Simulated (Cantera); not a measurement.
## Silicon epitaxy and polysilicon growth: SiH2Cl2 + N2

A closed system holds: 1 mol SiH2Cl2, 17 mol N2, equilibrated at 0.380 bar.

Equilibrium computed with Cantera from the NASA thermochemical tables; the gas is ideal and each condensed phase is pure. Candidate condensed phases: NH4Cl, Si, Si3N4; 28 gas species. N2 is the only nitrogen source here; it is nearly inert below about 1500 K, so the nitride shown seldom forms there in practice. The tables' values for SiCl3 are old estimates; treat these amounts as uncertain. The numbers say what is thermodynamically allowed, not how fast it happens.

From 1050 K to 1700 K the condensed part is Si3N4(s). The main Si-bearing gas is SiCl4 at 1050 K and SiCl2 at 1700 K.

```csv
T (K),x N2,x HCl,x H2,x SiCl2,x SiCl4,n Si3N4(s)
1050,0.901,0.0685,0.0204,2.35e-7,0.0102,0.271
1100,0.900,0.0698,0.0198,9.98e-7,0.00986,0.273
1150,0.900,0.0709,0.0192,3.73e-6,0.00955,0.274
1200,0.900,0.0719,0.0187,1.24e-5,0.00924,0.276
1250,0.900,0.0727,0.0183,3.74e-5,0.00893,0.277
1300,0.899,0.0734,0.0179,0.000103,0.00858,0.277
1350,0.899,0.0739,0.0177,0.000260,0.00816,0.277
1400,0.899,0.0741,0.0175,0.000607,0.00761,0.276
1450,0.899,0.0740,0.0175,0.00131,0.00686,0.273
1500,0.898,0.0733,0.0178,0.00260,0.00588,0.267
1550,0.897,0.0719,0.0184,0.00472,0.00467,0.258
1600,0.897,0.0694,0.0195,0.00779,0.00335,0.244
1650,0.896,0.0658,0.0212,0.0117,0.00215,0.227
1700,0.895,0.0612,0.0233,0.0159,0.00124,0.207
```
x: gas mole fraction; n: condensed amount in mol.
